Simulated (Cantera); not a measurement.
Input (Python, Cantera):

```python
import numpy as np
import cantera as ct

gas = ct.Solution("gri30.yaml")
gas.TPX = 1325, 48000, {'CH4': 1, 'O2': 3.33, 'N2': 12.5, 'CO2': 3.3}
reactor = ct.IdealGasConstPressureReactor(gas, energy="on", clone=False)
net = ct.ReactorNet([reactor])
net.rtol, net.atol = 1e-08, 1e-16
show = ['CH4', 'O2', 'CO2', 'C2H2', 'HO2', 'H2O', 'NO']
times = np.geomspace(5e-06, 2, 15)

steps = ct.SolutionArray(gas, extra=["t"])
rows = []
print(f"{'t/s':>10s}{'T/K':>9s}{'P/Pa':>11s}" + "".join(f"{s:>11s}" for s in show))
for t in times:
    while net.time < t:
        t_next = net.step()
        steps.append(gas.state, t=t_next)
    rows.append([np.interp(t, steps.t, y) for y in (steps.T, steps.P, *steps(*show).X.T)])
    print(f"{t:10.3e}{rows[-1][0]:9.1f}{rows[-1][1]:11.4g}" + "".join(f"{x:11.3e}" for x in rows[-1][2:]))
rate = np.gradient(steps.T, steps.t)
print("integrator steps:", len(steps.t))
if steps.T.max() > steps.T[0] + 200:
    print(f"time of steepest temperature rise: {steps.t[rate.argmax()]:.4e} s")
gas.TPX = 1325, 48000, {'CH4': 1, 'O2': 3.33, 'N2': 12.5, 'CO2': 3.3}
gas.equilibrate("HP")
print(f"equilibrium (HP): T = {gas.T:.1f} K  " + "  ".join(f"{s} {gas[s].X[0]:.3e}" for s in show))
```

Result:

```
       t/s      T/K       P/Pa        CH4         O2        CO2       C2H2        HO2        H2O         NO
 5.000e-06   1325.0    4.8e+04  4.968e-02  1.654e-01  1.639e-01  9.705e-24  7.627e-09  1.993e-10  4.189e-20
 1.256e-05   1325.0    4.8e+04  4.968e-02  1.654e-01  1.639e-01  8.014e-22  1.913e-08  1.156e-09  2.612e-19
 3.157e-05   1325.0    4.8e+04  4.968e-02  1.654e-01  1.639e-01  5.423e-20  4.780e-08  4.594e-09  1.004e-18
 7.933e-05   1325.0    4.8e+04  4.968e-02  1.654e-01  1.639e-01  2.972e-18  1.184e-07  1.853e-08  3.539e-18
 1.993e-04   1325.0    4.8e+04  4.968e-02  1.654e-01  1.639e-01  1.497e-16  2.865e-07  9.457e-08  1.451e-17
 5.008e-04   1325.0    4.8e+04  4.968e-02  1.654e-01  1.639e-01  8.785e-15  6.490e-07  6.249e-07  7.985e-17
 1.258e-03   1325.0    4.8e+04  4.967e-02  1.654e-01  1.639e-01  8.172e-13  1.164e-06  5.317e-06  6.536e-16
 3.162e-03   1325.2    4.8e+04  4.959e-02  1.654e-01  1.639e-01  1.574e-10  1.398e-06  5.596e-05  7.419e-15
 7.946e-03   1327.9    4.8e+04  4.894e-02  1.649e-01  1.639e-01  2.145e-08  5.000e-06  5.507e-04  8.006e-14
 1.997e-02   2174.7    4.8e+04  5.540e-20  6.880e-02  2.025e-01  3.706e-24  1.945e-06  9.504e-02  7.997e-05
 5.017e-02   2199.0    4.8e+04  3.636e-20  6.766e-02  2.056e-01  1.896e-24  2.051e-06  9.590e-02  4.525e-04
 1.261e-01   2197.6    4.8e+04  3.590e-20  6.722e-02  2.056e-01  1.843e-24  2.032e-06  9.592e-02  1.314e-03
 3.168e-01   2194.9    4.8e+04  3.495e-20  6.634e-02  2.057e-01  1.736e-24  1.994e-06  9.596e-02  3.054e-03
 7.959e-01   2191.5    4.8e+04  3.377e-20  6.524e-02  2.058e-01  1.604e-24  1.948e-06  9.602e-02  5.215e-03
 2.000e+00   2190.2    4.8e+04  3.331e-20  6.482e-02  2.059e-01  1.555e-24  1.930e-06  9.604e-02  6.048e-03
integrator steps: 1984
time of steepest temperature rise: 1.5231e-02 s
equilibrium (HP): T = 2190.1 K  CH4 5.009e-20  O2 6.480e-02  CO2 2.059e-01  C2H2 1.819e-24  HO2 1.929e-06  H2O 9.604e-02  NO 6.079e-03
```

Computed with Cantera and GRI-Mech 3.0 (53 species, 325 reactions).
